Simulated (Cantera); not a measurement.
## CaCO3 + H2S + H2O + SO2 (roasting and sulfation)

Input: 1 mol CaCO3, 0.16 mol H2S, 8.6 mol H2O, 0.43 mol SO2, equilibrated at 1323.15 K and 29000 Pa.

Method: chemical equilibrium by Gibbs-energy minimisation in Cantera with the NASA 1993 tables (ideal gas, pure condensed phases). Candidate condensed phases: C, C6H6, C7H8, C8H18, Ca, CaCO3, CaO, Ca(OH)2, CaS, CaSO4, H2O, H2SO4, S; 129 gas species. Mutual solubility and eutectic melting of coexisting phases are not modelled. The numbers say what is thermodynamically allowed, not how fast it happens.

The x(H2O) is 0.829 and the x(CO2) is 0.0931. The x(SO2) is 0.0491 and the x(H2) is 0.0199. The x(CO) is 0.00414. The x(H2S) comes out as 0.00320. The x(S2) is 0.000973 and the x(SO) comes out as 0.000125. The x(S2O) comes out as 4.66e-5, the n(CaO(s)) is 0.970 mol and the n(CaS(s)) is 0.0301 mol. The gas amount is 10.28 mol and the log10 activity of S(l) (absent) is -2.77. The log10 activity of C(graphite) (absent) comes out as -6.68 and the log10 activity of Ca(l) (absent) is -14.28.
